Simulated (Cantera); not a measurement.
Input (Python, Cantera) and output of one run.

```python
import numpy as np
import cantera as ct

gas_names = """
    B BH BH2 BH3 BN BO BO2 B2 B2O B2O2 B2O3 B3O3H3 H HBO HBO2 HNO HNO2 HNO3 HO2 H2 H2O H2O2 H3B3O6 N NH
    NH2 NH3 NH2OH NO NO2 NO3 N2 N2H2 N2H4 N2O O OH O2 O3
""".split()
cond_names = """
    B(b) B(L) BN(s) B2O3(L) B3O3H3(cr) H2O(s) H2O(L)
""".split()


# ... load() reads the species with a 1 bar reference pressure and builds the phases ...
atoms = {
    'B2O3': {'B': 2, 'O': 3},
    'NH3': {'N': 1, 'H': 3},
}
top_T = {'BN(s)': 3200}  # K; cautious upper limits of use, not melting points


# ... equilibrate(T, P, feed) seeds the gas with the atoms and calls Mixture.equilibrate('TP', solver="vcs", rtol=1e-11, max_steps=5000) ...
results = []
feed = {'B2O3': 1, 'NH3': 0.85}  # mol
P = 133.322  # Pa
for T in [1048, 1198, 1348, 1498, 1648, 1798, 1948, 2098, 2248]:
    mix = equilibrate(T, P, feed)
    results.append((T, P, feed, dict(zip(mix.species_names, mix.species_moles))))

top = {s: max(r[3][s] / sum(r[3][g] for g in gas_names) for r in results) for s in gas_names}
cols = sorted((s for s in top if top[s] > 0.001), key=lambda s: -top[s])[:6]
seen = [c for c in cond_names if any(r[3].get(c, 0) > 1e-12 for r in results)]
print("log10 of partial pressures in bar; condensed amounts in mol")
print(f"{'T/K':>10s}" + "".join(f"{s[:9]:>10s}" for s in cols + seen))
for T, P, feed, n in results:
    ng = sum(n[g] for g in gas_names)
    print(f"{T:10.4g}" + "".join(f"{np.log10(max(n[s] / ng * P / 1e5, 1e-99)):10.3f}" for s in cols)
          + "".join(f"{n.get(c, 0):10.4g}" for c in seen))
```

Output:

```
log10 of partial pressures in bar; condensed amounts in mol
       T/K        H2      B2O3        N2      HBO2        BO         H     BN(s)   B2O3(L)
      1048    -3.000   -10.524    -3.477    -7.256   -13.911    -9.612 0.0005838    0.9997
      1198    -3.000    -8.065    -3.478    -6.197   -10.852    -8.221 0.0007725    0.9992
      1348    -3.002    -6.175    -3.479    -5.391    -8.486    -7.137  0.001627    0.9949
      1498    -3.022    -4.681    -3.491    -4.731    -6.641    -6.276         0    0.9474
      1648    -3.223    -3.473    -3.649    -4.024    -5.410    -5.662         0     0.181
      1798    -3.276    -3.432    -3.682    -3.932    -4.800    -5.091         0         0
      1948    -3.304    -3.471    -3.690    -3.866    -4.337    -4.599         0         0
      2098    -3.354    -3.536    -3.707    -3.803    -3.997    -4.189         0         0
      2248    -3.446    -3.642    -3.735    -3.763    -3.763    -3.857         0         0
```

Equilibrium computed with Cantera from the NASA thermochemical tables; the gas is ideal and each condensed phase is pure. Mutual solubility and eutectic melting of coexisting phases are not modelled.
